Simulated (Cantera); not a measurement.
Charge: 1 mol SiH2Cl2, 8.3 mol N2O, 0.28 mol H2, equilibrated at 13300 Pa.

These are equilibrium values from Cantera (NASA tables, ideal gas, pure condensed phases), not measurements of a reactor. Candidate condensed phases: H2O, NH4Cl, Si, SiO2, Si2N2O, Si3N4; 47 gas species. The tables hold silica as quartz up to 1696 K and as liquid above; real silica turns to tridymite and cristobalite and melts near 1996 K. Kinetics and transport are ignored.

Task: At 1250 K, list the 7 most abundant gas species with their mole fractions, and the condensed phases.

Result: N2 0.613, O2 0.218, HCl 0.130, H2O 0.0295, Cl2 0.00791, Cl 0.00190, NO 0.000253. Condensed: SiO2(β-quartz).
